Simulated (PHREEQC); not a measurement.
A PHREEQC input (ion-association model, phreeqc.dat):

```
SOLUTION 1
  temp 19
  units mg/L
  pH 6.79
  pe 12.4
  Na 0.4
  K 0.00951 charge
  Ca 0.612
  Mg 0.157
  Cl 1.57
  S(6) 0.0833 as SO4
  Alkalinity 0.767 as HCO3
  Sr 0.0873
  Si 0.0527 as SiO2
END
USE solution 1
EQUILIBRIUM_PHASES 1
  Chalcedony 0 0
  Gypsum 0 0
  CO2(g) -2.5 10
END
```

It stops with these messages:

```
WARNING: Maximum iterations exceeded, 100
WARNING: Maximum iterations exceeded, 100
WARNING: The program has failed to converge to a numerical solution.
ERROR:           Alkalinity has not converged. Total: 1.256988e-05	Calculated: 1.682789e-05	Residual: -4.258010e-06
ERROR: Is non-carbonate alkalinity greater than total alkalinity?
ERROR: Model failed to converge for initial solution  1.
```

### Question
Find the cause and the fix.

### Answer
The fault: charge balance asked on the minor ion K. The line should read `K 0.00951` where the input has `K 0.00951 charge`. With the mend the run ends at pH 5.48 and ionic strength 8.78e-5 mol/kgw.
